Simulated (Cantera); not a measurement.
Input (Python, Cantera):

```python
import numpy as np
import cantera as ct

gas = ct.Solution("h2o2.yaml")
gas.TPX = 950, 1333, {'H2': 0.089, 'O2': 1}
inlet = ct.Reservoir(gas, clone=True)

reactor = ct.IdealGasConstPressureReactor(gas, energy="off", clone=False)
exhaust = ct.Reservoir(gas, clone=True)
tau = [11, 3.8, 1.3, 0.44, 0.15, 0.051, 0.017, 0.0058, 0.002, 0.00067][0]
for a, b in ((inlet, reactor), (reactor, exhaust)):
    ct.MassFlowController(a, b, mdot=lambda t: reactor.mass / tau)
net = ct.ReactorNet([reactor])
show = ['H2', 'O2', 'OH', 'H2O', 'HO2', 'O', 'H']

rows = []
print(f"{'tau/s':>10s}{'T/K':>9s}" + "".join(f"{s:>11s}" for s in show))
for tau in [11, 3.8, 1.3, 0.44, 0.15, 0.051, 0.017, 0.0058, 0.002, 0.00067]:
    net.initial_time = 0.0
    net.advance(30 * tau)
    before = gas.X
    net.advance(40 * tau)
    drift = np.max(np.abs(gas.X - before) / (gas.X + 1e-9))
    rows.append([gas.T, *gas[show].X, drift])
    print(f"{tau:10.3e}{gas.T:9.1f}" + "".join(f"{x:11.3e}" for x in gas[show].X))
```

It prints:

```
     tau/s      T/K         H2         O2         OH        H2O        HO2          O          H
 1.100e+01    950.0  2.415e-04  9.145e-01  1.528e-04  8.486e-02  2.483e-06  2.385e-04  1.621e-05
 3.800e+00    950.0  4.515e-04  9.142e-01  2.266e-04  8.457e-02  3.675e-06  4.645e-04  4.672e-05
 1.300e+00    950.0  8.332e-04  9.138e-01  3.442e-04  8.404e-02  5.191e-06  8.879e-04  1.353e-04
 4.400e-01    950.0  1.526e-03  9.128e-01  5.346e-04  8.304e-02  6.952e-06  1.661e-03  3.924e-04
 1.500e-01    950.0  2.762e-03  9.112e-01  8.357e-04  8.114e-02  8.712e-06  2.999e-03  1.107e-03
 5.100e-02    950.0  5.005e-03  9.081e-01  1.297e-03  7.740e-02  1.015e-05  5.200e-03  2.993e-03
 1.700e-02    950.0  9.232e-03  9.030e-01  1.947e-03  7.005e-02  1.092e-05  8.415e-03  7.372e-03
 5.800e-03    950.0  1.713e-02  8.973e-01  2.630e-03  5.761e-02  1.074e-05  1.140e-02  1.395e-02
 2.000e-03    950.0  3.261e-02  8.967e-01  2.931e-03  3.974e-02  9.665e-06  1.126e-02  1.676e-02
 6.700e-04    950.0  6.161e-02  9.075e-01  1.901e-03  1.522e-02  7.592e-06  5.719e-03  8.003e-03
```

Cantera simulation using the H2/O2 subset of GRI-Mech 3.0, which has no nitrogen chemistry; the numbers are that mechanism's predictions, not measurements. Radical loss at walls, strong at low pressure, is not modelled. The temperature is held fixed by assumption; the heat of reaction is taken as removed at once.
